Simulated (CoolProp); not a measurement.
Vapour-liquid equilibrium of toluene (1) + n-dodecane (2) at 172.65 °C; x and y are mole fractions of (1).

Computed with CoolProp (multi-fluid Helmholtz-energy mixture model, Lemmon 2006 and Lemmon 2004; pair parameters Bell 2016).

| x | bubble pressure, mixture model (bar) | bubble pressure, Raoult's law (bar) | y, mixture model | y, Raoult's law |
|---|---|---|---|---|
| 0.05 | 0.4630 | 0.5232 | 0.345 | 0.427 |
| 0.125 | 0.7123 | 0.8349 | 0.602 | 0.669 |
| 0.2 | 0.9882 | 1.146 | 0.735 | 0.780 |
| 0.275 | 1.283 | 1.458 | 0.813 | 0.843 |
| 0.35 | 1.592 | 1.770 | 0.864 | 0.884 |
| 0.425 | 1.908 | 2.081 | 0.898 | 0.913 |
| 0.5 | 2.229 | 2.393 | 0.923 | 0.934 |
| 0.575 | 2.554 | 2.705 | 0.942 | 0.950 |
| 0.65 | 2.881 | 3.016 | 0.957 | 0.963 |
| 0.725 | 3.212 | 3.328 | 0.969 | 0.974 |
| 0.8 | 3.548 | 3.640 | 0.979 | 0.983 |
| 0.875 | 3.889 | 3.951 | 0.988 | 0.990 |
| 0.95 | 4.236 | 4.263 | 0.995 | 0.996 |

The largest gap from Raoult's law is -14.7 % in bubble pressure, at x = 0.125. No azeotrope shows between x = 0.05 and 0.95.

The pair parameters rest on a limited set of measurements; away from them the model extrapolates.
